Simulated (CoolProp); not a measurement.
Vapour-liquid equilibrium of propane (1) + R227EA (2) at 51.35 °C; x and y are mole fractions of (1).

Computed with CoolProp (multi-fluid Helmholtz-energy mixture model, Lemmon 2009 and Lemmon 2016; pair parameters Bell 2016).

```
x     bubble pressure, mixture model (kPa)  bubble pressure, Raoult's law (kPa)  y, mixture model  y, Raoult's law
----  ------------------------------------  -----------------------------------  ----------------  ---------------
0.05                                  1079                                989.4             0.133            0.089
0.15                                  1307                                 1071             0.313            0.247
0.25                                  1488                                 1153             0.430            0.383
0.35                                  1628                                 1234             0.514            0.500
0.45                                  1733                                 1316             0.580            0.603
0.55                                  1809                                 1397             0.639            0.694
0.65                                  1860                                 1479             0.697            0.775
0.75                                  1885                                 1560             0.759            0.848
0.85                                  1877                                 1642             0.834            0.913
0.95                                  1820                                 1723             0.933            0.972
```

The largest gap from Raoult's law is +31.9 % in bubble pressure, at x = 0.35. y crosses x between x = 0.75 and 0.85: the model has an azeotrope there.

Pair parameters are fitted to limited data, so mixtures are less certain than the pure fluids.
